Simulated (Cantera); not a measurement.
Cantera run:

```python
import numpy as np
import cantera as ct

gas_names = """
    H HO2 H2 H2O H2O2 H2S H2SO4 O OH O2 O3 S SH SO SO2 SO3 S2 S2O S8
""".split()
cond_names = """
    H2O(s) H2O(L) H2SO4(L) S(cr1) S(cr2) S(L)
""".split()


def load(file, names, dense=False):
    # The tables refer to 1 bar. Condensed volumes are neglected.
    table = {s.name: s for s in ct.Species.list_from_file(file)}
    out = []
    for n in names:
        d = dict(table[n].input_data)
        d["thermo"] = dict(d["thermo"], **{"reference-pressure": 1e5})
        if dense:
            d["equation-of-state"] = {"model": "constant-volume", "density": "1e6 g/cm^3"}
        out.append(ct.Species.from_dict(d))
    return out


gas = ct.Solution(thermo="ideal-gas", species=load("nasa_gas.yaml", gas_names))
cond = {s.name: ct.Solution(thermo="fixed-stoichiometry", species=[s], name=s.name)
        for s in load("nasa_condensed.yaml", cond_names, dense=True)}
atoms = {
    'H2S': {'H': 2, 'S': 1},
    'H2': {'H': 2},
    'O2': {'O': 2},
}
top_T = {}  # K; cautious upper limits of use, not melting points


def equilibrate(T, P, feed):
    n = {}
    for name, mol in feed.items():
        for a, k in atoms[name].items():
            n[a] = n.get(a, 0.0) + k * mol
    gas.TPX = T, P, n
    mass = sum(n.values()) * gas.mean_molecular_weight
    gas.equilibrate("TP")
    valid = [c for c in cond.values() if c.min_temp <= T <= top_T.get(c.name, c.max_temp)]
    mix = ct.Mixture([(gas, mass / gas.mean_molecular_weight)] + [(c, 0.0) for c in valid])
    mix.T, mix.P = T, P
    mix.equilibrate("TP", solver="vcs", rtol=1e-11, max_steps=5000)
    return mix


results = []
feed = {'H2S': 1, 'H2': 0.035, 'O2': 0.037}  # mol
P = 3600  # Pa
for T in [1348, 1398, 1448, 1498, 1548, 1598, 1648, 1698, 1748, 1798]:
    mix = equilibrate(T, P, feed)
    results.append((T, P, feed, dict(zip(mix.species_names, mix.species_moles))))

top = {s: max(r[3][s] / sum(r[3][g] for g in gas_names) for r in results) for s in gas_names}
cols = sorted((s for s in top if top[s] > 1e-06), key=lambda s: -top[s])[:8]
seen = [c for c in cond_names if any(r[3].get(c, 0) > 1e-12 for r in results)]
print("log10 of partial pressures in bar; condensed amounts in mol")
print(f"{'T/K':>10s}" + "".join(f"{s[:9]:>10s}" for s in cols + seen))
for T, P, feed, n in results:
    ng = sum(n[g] for g in gas_names)
    print(f"{T:10.4g}" + "".join(f"{np.log10(max(n[s] / ng * P / 1e5, 1e-99)):10.3f}" for s in cols)
          + "".join(f"{n.get(c, 0):10.4g}" for c in seen))
```

Output:

```
log10 of partial pressures in bar; condensed amounts in mol
       T/K        H2       H2S        S2       H2O        SH         S         H        SO
      1348    -1.826    -1.959    -2.098    -2.700    -4.044    -6.292    -6.548    -6.072
      1398    -1.792    -2.035    -2.068    -2.710    -3.909    -5.976    -6.221    -5.836
      1448    -1.765    -2.113    -2.044    -2.718    -3.788    -5.684    -5.918    -5.614
      1498    -1.744    -2.192    -2.025    -2.726    -3.678    -5.413    -5.637    -5.403
      1548    -1.728    -2.270    -2.010    -2.733    -3.579    -5.161    -5.375    -5.205
      1598    -1.715    -2.347    -1.999    -2.739    -3.489    -4.926    -5.131    -5.017
      1648    -1.704    -2.423    -1.990    -2.745    -3.406    -4.706    -4.903    -4.839
      1698    -1.696    -2.496    -1.984    -2.751    -3.330    -4.500    -4.688    -4.671
      1748    -1.690    -2.568    -1.980    -2.758    -3.259    -4.307    -4.486    -4.513
      1798    -1.686    -2.637    -1.978    -2.765    -3.194    -4.125    -4.296    -4.365
```

Method: chemical equilibrium by Gibbs-energy minimisation in Cantera with the NASA 1993 tables (ideal gas, pure condensed phases).
